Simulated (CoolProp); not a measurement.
Properties of CHF3 (R23) along the isotherm 201.85 °C.

Values from CoolProp's reference Helmholtz-energy equation of state, Penoncello 2003.

```json
[
 {"p (bar)": "43.9", "phase": "gas", "Z": "0.9475", "Joule-Thomson coefficient (K/MPa)": "3.284", "expansivity (1/kK)": "2.693", "Prandtl number": "0.876"},
 {"p (bar)": "87.8", "phase": "supercritical", "Z": "0.9043", "Joule-Thomson coefficient (K/MPa)": "2.911", "expansivity (1/kK)": "3.285", "Prandtl number": "0.868"},
 {"p (bar)": "132", "phase": "supercritical", "Z": "0.8751", "Joule-Thomson coefficient (K/MPa)": "2.436", "expansivity (1/kK)": "3.749", "Prandtl number": "0.893"},
 {"p (bar)": "176", "phase": "supercritical", "Z": "0.8643", "Joule-Thomson coefficient (K/MPa)": "1.930", "expansivity (1/kK)": "3.956", "Prandtl number": "0.936"},
 {"p (bar)": "220", "phase": "supercritical", "Z": "0.8714", "Joule-Thomson coefficient (K/MPa)": "1.476", "expansivity (1/kK)": "3.916", "Prandtl number": "0.982"},
 {"p (bar)": "264", "phase": "supercritical", "Z": "0.8928", "Joule-Thomson coefficient (K/MPa)": "1.113", "expansivity (1/kK)": "3.729", "Prandtl number": "1.03"},
 {"p (bar)": "307", "phase": "supercritical", "Z": "0.9234", "Joule-Thomson coefficient (K/MPa)": "0.8360", "expansivity (1/kK)": "3.486", "Prandtl number": "1.07"},
 {"p (bar)": "351", "phase": "supercritical", "Z": "0.9616", "Joule-Thomson coefficient (K/MPa)": "0.6163", "expansivity (1/kK)": "3.222", "Prandtl number": "1.10"},
 {"p (bar)": "395", "phase": "supercritical", "Z": "1.005", "Joule-Thomson coefficient (K/MPa)": "0.4452", "expansivity (1/kK)": "2.971", "Prandtl number": "1.13"},
 {"p (bar)": "439", "phase": "supercritical", "Z": "1.051", "Joule-Thomson coefficient (K/MPa)": "0.3110", "expansivity (1/kK)": "2.745", "Prandtl number": "1.16"},
 {"p (bar)": "483", "phase": "supercritical", "Z": "1.099", "Joule-Thomson coefficient (K/MPa)": "0.2051", "expansivity (1/kK)": "2.546", "Prandtl number": "1.19"}
]
```

Viscosity comes from a separate model (Shan 2000). Thermal conductivity comes from a separate model (Shan 2000).
